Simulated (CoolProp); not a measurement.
n-perfluorohexane at several states: fugacity coefficient from the reference equation and from simpler models built on Tc = 448.0 K, pc = 1.742 MPa, ω = 0.497; each cubic takes its own stable root.

Model: reference Helmholtz-energy equation of state, Gao 2022, in CoolProp.

```json
[
 {"T (K)": "377.6", "p (MPa)": "0.0627", "phase": "gas", "reference": "0.9771"},
 {"T (K)": "353.3", "p (MPa)": "0.255", "phase": "liquid", "reference": "0.7400"},
 {"T (K)": "235.6", "p (MPa)": "0.593", "phase": "liquid", "reference": "0.001284"},
 {"T (K)": "371.1", "p (MPa)": "0.161", "phase": "gas", "reference": "0.9377"}
]
```

Q: How far does each simpler model (van der Waals, Redlich-Kwong, Soave-Redlich-Kwong, Peng-Robinson) lie from the reference over these 4 states: mean and median of the absolute difference, and the worst?

A: 
- van der Waals: mean 2285.3 %, median 13.5 %, worst +9113.4 % at 235.6 K and 0.593 MPa
- Redlich-Kwong: mean 249.1 %, median 11.5 %, worst +973.2 % at 235.6 K and 0.593 MPa
- Soave-Redlich-Kwong: mean 1.4 %, median 0.8 %, worst +3.9 % at 235.6 K and 0.593 MPa
- Peng-Robinson: mean 3.8 %, median 0.2 %, worst +14.8 % at 235.6 K and 0.593 MPa

At some of these states van der Waals, Redlich-Kwong gives the other phase, because its saturation line lies elsewhere.
